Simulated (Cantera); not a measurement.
An adiabatic, constant-pressure homogeneous reactor starts with CH4 : O2 : N2 : H2O = 1 : 2.25 : 8.45 : 2.6 (molar parts), equivalence ratio 0.89, at 1050 K and 760 Torr. Integrator tolerance rtol = 1e-08.

Computed with Cantera and GRI-Mech 3.0 (53 species, 325 reactions).

Q: What does this change do: O2 2.25 to 1.6 parts?

A: 
| quantity | before | after |
|---|---|---|
| time of steepest temperature rise | 0.530 s | not reached |
| temperature at 0.700 s | 2300 K | 1058 K |
| equilibrium temperature | 2299 K | 2100 K |
| x(CH4) at 0.700 s | <1e-12 (gas-phase equilibrium <1e-12) | 0.0718 (gas-phase equilibrium <1e-12) |
| x(O2) at 0.700 s | 0.0187 (gas-phase equilibrium 0.0185) | 0.116 (gas-phase equilibrium 2.95e-5) |
| x(H2O) at 0.700 s | 0.311 (gas-phase equilibrium 0.311) | 0.192 (gas-phase equilibrium 0.294) |
| x(NO) at 0.700 s | 0.00357 (gas-phase equilibrium 0.00402) | <1e-12 (gas-phase equilibrium 0.000103) |
| x(CO2) at 0.700 s | 0.0640 (gas-phase equilibrium 0.0640) | 2.83e-6 (gas-phase equilibrium 0.0462) |
| x(H2) at 0.700 s | 0.00472 (gas-phase equilibrium 0.00472) | 0.000272 (gas-phase equilibrium 0.0322) |
| x(H) at 0.700 s | 0.000666 (gas-phase equilibrium 0.000664) | 7.64e-9 (gas-phase equilibrium 0.000560) |

Q: What does this change do: constant volume in place of constant pressure?

A: 
| quantity | before | after |
|---|---|---|
| time of steepest temperature rise | 0.530 s | 0.517 s |
| temperature at 0.700 s | 2300 K | 2500 K |
| equilibrium temperature | 2299 K | 2500 K |
| x(CH4) at 0.700 s | <1e-12 (gas-phase equilibrium <1e-12) | <1e-12 (gas-phase equilibrium <1e-12) |
| x(O2) at 0.700 s | 0.0187 (gas-phase equilibrium 0.0185) | 0.0201 (gas-phase equilibrium 0.0201) |
| x(H2O) at 0.700 s | 0.311 (gas-phase equilibrium 0.311) | 0.303 (gas-phase equilibrium 0.303) |
| x(NO) at 0.700 s | 0.00357 (gas-phase equilibrium 0.00402) | 0.00613 (gas-phase equilibrium 0.00613) |
| x(CO2) at 0.700 s | 0.0640 (gas-phase equilibrium 0.0640) | 0.0591 (gas-phase equilibrium 0.0591) |
| x(H2) at 0.700 s | 0.00472 (gas-phase equilibrium 0.00472) | 0.00819 (gas-phase equilibrium 0.00819) |
| x(H) at 0.700 s | 0.000666 (gas-phase equilibrium 0.000664) | 0.00147 (gas-phase equilibrium 0.00147) |
